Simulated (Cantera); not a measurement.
Cantera run, input and output.

```python
import numpy as np
import cantera as ct

gas = ct.Solution("gri30.yaml")
gas.TPX = 675, 170000, {'CO': 1, 'H2': 0.046, 'O2': 0.902, 'N2': 3.39, 'H2O': 0.49, 'CO2': 0.032}
inlet = ct.Reservoir(gas, clone=True)
gas.equilibrate("HP")  # start burning
reactor = ct.IdealGasConstPressureReactor(gas, energy="on", clone=False)
exhaust = ct.Reservoir(gas, clone=True)
tau = [0.053, 0.02, 0.0075, 0.0028, 0.0011, 0.0004, 0.00015, 5.7e-05, 2.1e-05, 8.1e-06][0]
for a, b in ((inlet, reactor), (reactor, exhaust)):
    ct.MassFlowController(a, b, mdot=lambda t: reactor.mass / tau)
net = ct.ReactorNet([reactor])
show = ['CO', 'H2', 'O2', 'H2O2', 'NO2']

rows = []
print(f"{'tau/s':>10s}{'T/K':>9s}" + "".join(f"{s:>11s}" for s in show))
for tau in [0.053, 0.02, 0.0075, 0.0028, 0.0011, 0.0004, 0.00015, 5.7e-05, 2.1e-05, 8.1e-06]:
    net.initial_time = 0.0
    net.advance(30 * tau)
    before = gas.X
    net.advance(40 * tau)
    drift = np.max(np.abs(gas.X - before) / (gas.X + 1e-9))
    rows.append([gas.T, *gas[show].X, drift])
    print(f"{tau:10.3e}{gas.T:9.1f}" + "".join(f"{x:11.3e}" for x in gas[show].X))
```

It prints:

```
     tau/s      T/K         CO         H2         O2       H2O2        NO2
 5.300e-02   2038.8  2.240e-03  2.157e-04  7.125e-02  8.889e-08  3.241e-07
 2.000e-02   2025.4  3.652e-03  3.408e-04  7.177e-02  1.097e-07  1.951e-07
 7.500e-03   2000.0  6.320e-03  5.833e-04  7.275e-02  1.515e-07  1.150e-07
 2.800e-03   1956.9  1.086e-02  9.983e-04  7.449e-02  2.260e-07  6.037e-08
 1.100e-03   1893.7  1.749e-02  1.582e-03  7.716e-02  3.494e-07  3.172e-08
 4.000e-04   1791.3  2.843e-02  2.369e-03  8.183e-02  6.165e-07  1.828e-08
 1.500e-04   1625.9  4.881e-02  2.892e-03  9.134e-02  1.362e-06  1.101e-08
 5.700e-05    675.0  1.706e-01  7.850e-03  1.539e-01 -3.626e-16 -7.651e-18
 2.100e-05    675.0  1.706e-01  7.850e-03  1.539e-01  4.640e-20  9.535e-22
 8.100e-06    675.0  1.706e-01  7.850e-03  1.539e-01  7.102e-23 -1.958e-25
```

Computed with Cantera and GRI-Mech 3.0 (53 species, 325 reactions).
